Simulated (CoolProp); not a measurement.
The numbers come from the reference Helmholtz-energy equation of state, Gao 2016 in CoolProp.

Task: Give the vapour pressure (bar), liquid density (kg/m³), enthalpy of vaporisation (kJ/kg), vapour Z of saturated sulfur dioxide at 226.5, 238, 249.5 K.

Result: 
| T (K) | p (bar) | liquid density (kg/m³) | enthalpy of vaporisation (kJ/kg) | vapour Z |
|---|---|---|---|---|
| 226.5 | 0.144 | 1560 | 421 | 0.993 |
| 238 | 0.286 | 1530 | 411 | 0.989 |
| 249.5 | 0.530 | 1500 | 401 | 0.982 |
